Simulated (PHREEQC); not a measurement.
Synthetic water in mmol/kgw, 20 °C, pH 2.64, pe 10.9:

```tsv
constituent	mmol/kgw
Na	1.83
K	0.00569
Ca	3.83
Mg	0.733
Cl	4.51
S(6)	5.68
Br	0.0578
Mn(2)	0.0155
```

Valence states are taken as typed.

The numbers come from PHREEQC with the ion-association model, phreeqc.dat.

This is a speciation only: nothing precipitates in the calculation.

Question: Estimate the ionic strength, specific conductance, charge-balance error.

Answer: ionic strength 0.0204 mol/kgw; specific conductance 1910 µS/cm; charge-balance error -7.1 %.

Question: In which forms is S present?

Answer: SO4-2 73 %, CaSO4 13 %, HSO4- 9.8 %, MgSO4 2.9 % of the S.

Species that the database lacks are ignored.
